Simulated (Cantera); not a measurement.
Cantera run:

```python
import numpy as np
import cantera as ct

gas_names = """
    CL CL2 K KCL K2 K2CL2 N N2
""".split()
cond_names = """
    K(cr) K(L) KCL(s) KCL(L)
""".split()


# ... load() reads the species with a 1 bar reference pressure and builds the phases ...
atoms = {
    'KCl': {'K': 1, 'CL': 1},
    'N2': {'N': 2},
}
top_T = {}  # K; cautious upper limits of use, not melting points


# ... equilibrate(T, P, feed) seeds the gas with the atoms and calls Mixture.equilibrate('TP', solver="vcs", rtol=1e-11, max_steps=5000) ...
results = []
feed = {'KCl': 1, 'N2': 0.18}  # mol
T = 1873  # K
P = 24  # Pa
mix = equilibrate(T, P, feed)
results.append((T, P, feed, dict(zip(mix.species_names, mix.species_moles))))
x = sorted(zip(gas.X, gas.species_names), reverse=True)
print(f"T = {T:g} K  P = {P:g} Pa  gas = {mix.phase_moles(0):.4g} mol")
print("   x: " + "  ".join(f"{s} {v:.3e}" for v, s in x if v > 1e-06))
print("   condensed (mol): " + ("  ".join(f"{mix.phase(i).name} {mix.phase_moles(i):.4g}"
      for i in range(1, mix.n_phases) if mix.phase_moles(i) > 1e-12) or "none"))
```

It prints:

```
T = 1873 K  P = 24 Pa  gas = 1.201 mol
   x: KCL 8.149e-01  N2 1.499e-01  K 1.759e-02  CL 1.759e-02  K2CL2 1.948e-05
   condensed (mol): none
```

Cantera equilibrium calculation (NASA polynomials, part measured and part estimated; ideal gas, pure solids and liquids).
